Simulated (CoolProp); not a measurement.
Model: reference Helmholtz-energy equation of state, Thol 2021, in CoolProp.

Question: Give the vapour pressure (MPa), liquid density (kg/m³), vapour density (kg/m³), liquid cp (kJ/(kg K)) of saturated chlorine at 228, 237.5, 251.8 K.

Answer: 
```tsv
T (K)	p (MPa)	liquid density (kg/m³)	vapour density (kg/m³)	liquid cp (kJ/(kg K))
228	0.0602	1590	2.29	0.938
237.5	0.0940	1570	3.46	0.940
251.8	0.171	1530	6.03	0.946
```
